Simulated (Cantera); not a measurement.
Input (Python, Cantera):

```python
import numpy as np
import cantera as ct

gas = ct.Solution("h2o2.yaml")
gas.TPX = 523, 400000, {'H2': 1, 'O2': 0.602, 'N2': 2.27}
flame = ct.FreeFlame(gas, width=0.015)
flame.set_refine_criteria(ratio=3, slope=0.08, curve=0.16)
flame.transport_model = "mixture-averaged"
flame.solve(loglevel=0, auto=True)
flame.transport_model = "multicomponent"
flame.soret_enabled = True
flame.solve(loglevel=0, refine_grid=True)
z, T = flame.grid, flame.T
thick = (T[-1] - T[0]) / np.gradient(T, z).max()
show = ['H2', 'O2', 'OH', 'O', 'H2O', 'HO2']
print(f"laminar burning velocity  {flame.velocity[0] * 100:.3f} cm/s")
print(f"burnt temperature         {T[-1]:.1f} K")
print(f"thermal thickness         {thick * 1e3:.4f} mm")
print(f"grid points               {len(z)}")
z0 = z[flame.heat_release_rate.argmax()]
print(f"{'z/mm':>9s}{'T/K':>9s}{'u/(m/s)':>9s}" + "".join(f"{s:>11s}" for s in show))
rows = []
for k in (-3, -2, -1.5, -1, -0.5, -0.25, 0, 0.25, 0.5, 1, 2, 4, 8):
    zz = z0 + k * thick
    rows.append([k * thick, np.interp(zz, z, T), np.interp(zz, z, flame.velocity),
                 *(np.interp(zz, z, flame.X[gas.species_index(s)]) for s in show)])
    print(f"{rows[-1][0] * 1e3:9.3f}{rows[-1][1]:9.1f}{rows[-1][2]:9.3f}" + "".join(f"{x:11.3e}" for x in rows[-1][3:]))
```

Output:

```
laminar burning velocity  374.291 cm/s
burnt temperature         2351.4 K
thermal thickness         0.0717 mm
grid points               112
     z/mm      T/K  u/(m/s)         H2         O2         OH          O        H2O        HO2
   -0.215    523.0    3.743  2.582e-01  1.555e-01  1.844e-13  8.942e-12  1.223e-08  4.502e-10
   -0.143    523.0    3.741  2.578e-01  1.556e-01  9.624e-12  4.657e-10  4.174e-07  1.960e-08
   -0.107    523.2    3.736  2.565e-01  1.559e-01  1.081e-10  5.078e-09  3.962e-06  2.232e-07
   -0.072    524.6    3.718  2.502e-01  1.572e-01  3.160e-09  8.444e-08  5.919e-05  4.276e-06
   -0.036    591.0    3.997  2.085e-01  1.635e-01  4.824e-05  1.110e-05  5.235e-03  5.036e-04
   -0.018    906.3    5.933  1.607e-01  1.526e-01  1.008e-03  3.784e-04  4.152e-02  6.810e-04
    0.000   1344.7    8.668  9.848e-02  1.142e-01  3.504e-03  3.240e-03  1.197e-01  3.252e-04
    0.018   1649.9   10.589  4.951e-02  7.274e-02  8.674e-03  7.005e-03  1.906e-01  1.649e-04
    0.036   1820.8   11.653  2.951e-02  5.273e-02  1.269e-02  8.284e-03  2.233e-01  9.709e-05
    0.072   1996.2   12.700  1.976e-02  4.224e-02  1.514e-02  7.124e-03  2.438e-01  5.364e-05
    0.143   2145.9   13.548  1.396e-02  3.796e-02  1.444e-02  4.537e-03  2.582e-01  2.880e-05
    0.287   2253.7   14.137  8.410e-03  3.539e-02  1.196e-02  2.458e-03  2.702e-01  1.482e-05
    0.573   2317.6   14.476  4.418e-03  3.418e-02  9.073e-03  1.232e-03  2.783e-01  8.332e-06
```

Computed with Cantera and the H2/O2 subset of GRI-Mech 3.0, which has no nitrogen chemistry. The hydrogen kinetics of GRI-Mech 3.0 are dated; newer H2 mechanisms differ, most at raised pressure. Burning velocities carry a grid error of a few per cent, more on coarse grids.
